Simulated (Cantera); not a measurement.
An adiabatic, constant-volume homogeneous reactor starts with CH4 : C2H6 : C3H8 : O2 : N2 = 1 : 0.05 : 1.2 : 10.6 : 105 (molar parts), equivalence ratio 0.77, at 1500 K and 0.420 bar. Integrator tolerance rtol = 1e-08.

Detailed kinetics in Cantera: GRI-Mech 3.0 (53 species, 325 reactions). GRI-Mech 3.0 was tuned for natural gas; its chemistry of propane as a main component is partial and can be far from experiment.

Question: What does this change do: C3H8 1.2 to 2 parts?

Answer: 
| quantity | before | after |
|---|---|---|
| time of steepest temperature rise | 0.244 ms | 0.260 ms |
| temperature at 1.00 s | 2351 K | 2495 K |
| equilibrium temperature | 2351 K | 2495 K |
| x(CH4) at 1.00 s | <1e-12 (gas-phase equilibrium <1e-12) | <1e-12 (gas-phase equilibrium <1e-12) |
| x(C2H6) at 1.00 s | <1e-12 (gas-phase equilibrium <1e-12) | <1e-12 (gas-phase equilibrium <1e-12) |
| x(C3H8) at 1.00 s | <1e-12 (gas-phase equilibrium <1e-12) | <1e-12 (gas-phase equilibrium <1e-12) |
| x(HCO) at 1.00 s | 3.30e-10 (gas-phase equilibrium 3.30e-10) | 7.52e-9 (gas-phase equilibrium 7.52e-9) |
| x(H2O2) at 1.00 s | 3.10e-8 (gas-phase equilibrium 3.10e-8) | 2.13e-8 (gas-phase equilibrium 2.13e-8) |
| x(CO2) at 1.00 s | 0.0344 (gas-phase equilibrium 0.0344) | 0.0316 (gas-phase equilibrium 0.0316) |

Question: What does this change do: C3H8 1.2 to 0.69 parts?

Answer: 
```
quantity                                                              before                                      after
---------------------------------  -----------------------------------------  -----------------------------------------
time of steepest temperature rise                                   0.244 ms                                   0.242 ms
temperature at 1.00 s                                                 2351 K                                     2145 K
equilibrium temperature                                               2351 K                                     2143 K
x(CH4) at 1.00 s                       <1e-12 (gas-phase equilibrium <1e-12)      <1e-12 (gas-phase equilibrium <1e-12)
x(C2H6) at 1.00 s                      <1e-12 (gas-phase equilibrium <1e-12)      <1e-12 (gas-phase equilibrium <1e-12)
x(C3H8) at 1.00 s                      <1e-12 (gas-phase equilibrium <1e-12)      <1e-12 (gas-phase equilibrium <1e-12)
x(HCO) at 1.00 s                   3.30e-10 (gas-phase equilibrium 3.30e-10)  8.40e-12 (gas-phase equilibrium 8.20e-12)
x(H2O2) at 1.00 s                    3.10e-8 (gas-phase equilibrium 3.10e-8)    1.82e-8 (gas-phase equilibrium 1.80e-8)
x(CO2) at 1.00 s                       0.0344 (gas-phase equilibrium 0.0344)      0.0261 (gas-phase equilibrium 0.0261)
```
